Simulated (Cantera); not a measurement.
**Equilibrium for fluorocarbon and chlorocarbon gases: CH3Cl + HCl**

A closed system holds: 1 mol CH3Cl, 0.22 mol HCl, at 925 K and 1.05 Torr.

Cantera equilibrium calculation (NASA polynomials, part measured and part estimated; ideal gas, pure solids and liquids). Candidate condensed phases: C, C6H6, C7H8, C8H18; 91 gas species. Equilibrium is a limit: real reactors are often held back by kinetics, nucleation or transport.

* **x(HCl)**: 0.550
* **x(H2)**: 0.450
* **x(CH4)**: 6.44e-5
* **n(C(graphite))**: 1.000 mol
* **gas amount**: 2.220 mol
